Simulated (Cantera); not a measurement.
A perfectly stirred reactor is fed with N₂O : N₂ = 1 : 0.17 (molar parts), at 1.01 bar; it is held at 1150 K, and followed from long to short residence time.

Detailed kinetics in Cantera: GRI-Mech 3.0 (53 species, 325 reactions). GRI-Mech 3.0 was tuned for natural gas; its chemistry of N2O as a main component is partial and can be far from experiment. The mechanism lacks the step 2 NO + O2 → 2 NO2, which can matter for NO2 below about 1400 K. The temperature is held fixed by assumption; the heat of reaction is taken as removed at once.

x: mole fraction; the columns are a selection and need not sum to one.

```json
[
 {"τ (s)": "0.33", "x N₂O": "0.777", "x NO": "0.00453", "x O₂": "0.0251", "x O": "7.30e-7", "x N₂": "0.194", "x NO₂": "5.20e-5"},
 {"τ (s)": "0.17", "x N₂O": "0.812", "x NO": "0.00250", "x O₂": "0.0136", "x O": "7.45e-7", "x N₂": "0.172", "x NO₂": "2.66e-5"},
 {"τ (s)": "0.089", "x N₂O": "0.832", "x NO": "0.00135", "x O₂": "0.00735", "x O": "7.54e-7", "x N₂": "0.160", "x NO₂": "1.28e-5"},
 {"τ (s)": "0.046", "x N₂O": "0.843", "x NO": "0.000715", "x O₂": "0.00386", "x O": "7.58e-7", "x N₂": "0.153", "x NO₂": "5.51e-6"},
 {"τ (s)": "0.024", "x N₂O": "0.848", "x NO": "0.000377", "x O₂": "0.00203", "x O": "7.60e-7", "x N₂": "0.149", "x NO₂": "2.15e-6"},
 {"τ (s)": "0.012", "x N₂O": "0.852", "x NO": "0.000190", "x O₂": "0.00102", "x O": "7.61e-7", "x N₂": "0.147", "x NO₂": "7.03e-7"},
 {"τ (s)": "0.0064", "x N₂O": "0.853", "x NO": "?", "x O₂": "?", "x O": "7.61e-7", "x N₂": "0.146", "x NO₂": "?"},
 {"τ (s)": "0.0033", "x N₂O": "0.854", "x NO": "5.24e-5", "x O₂": "0.000281", "x O": "7.60e-7", "x N₂": "0.146", "x NO₂": "6.79e-8"},
 {"τ (s)": "0.0017", "x N₂O": "0.854", "x NO": "?", "x O₂": "?", "x O": "7.59e-7", "x N₂": "0.146", "x NO₂": "?"}
]
```

Q: Complete the blanks.

A: 
- 0.0064, x NO: 0.000102
- 0.0064, x O₂: 0.000544
- 0.0064, x NO₂: 2.33e-7
- 0.0017, x NO: 2.70e-5
- 0.0017, x O₂: 0.000144
- 0.0017, x NO₂: 1.89e-8
